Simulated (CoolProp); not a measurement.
Isobutene along the isotherm 450 K: density (kg/m³) from the reference equation and from simpler models built on Tc = 418.1 K, pc = 40.16 bar, ω = 0.193; each cubic takes its own stable root.

Values from CoolProp's reference Helmholtz-energy equation of state, Lemmon 2005. It is a short technical equation, of lower accuracy than the large ones.

| p (bar) | phase | reference |
|---|---|---|
| 1.27 | gas | 1.921 |
| 1.86 | gas | 2.825 |
| 2.74 | gas | 4.188 |
| 4.02 | gas | 6.200 |
| 5.89 | gas | 9.210 |
| 8.65 | gas | 13.81 |
| 12.7 | gas | 20.96 |
| 18.6 | gas | 32.35 |
| 27.4 | gas | 52.24 |
| 40.2 | supercritical | 91.54 |
| 58.9 | supercritical | 209.7 |
| 86.5 | supercritical | 347.9 |
| 127 | supercritical | 403.5 |
| 186 | supercritical | 443.2 |
| 274 | supercritical | 478.2 |
| 402 | supercritical | 511.0 |

Task: How far does each simpler model (Redlich-Kwong, Soave-Redlich-Kwong) lie from the reference over these 16 states: mean and median of the absolute difference, and the worst?

Result: 
- Redlich-Kwong: mean 2.1 %, median 0.1 %, worst -10.2 % at 450 K and 86.5 bar
- Soave-Redlich-Kwong: mean 3.4 %, median 0.8 %, worst -13.8 % at 450 K and 86.5 bar
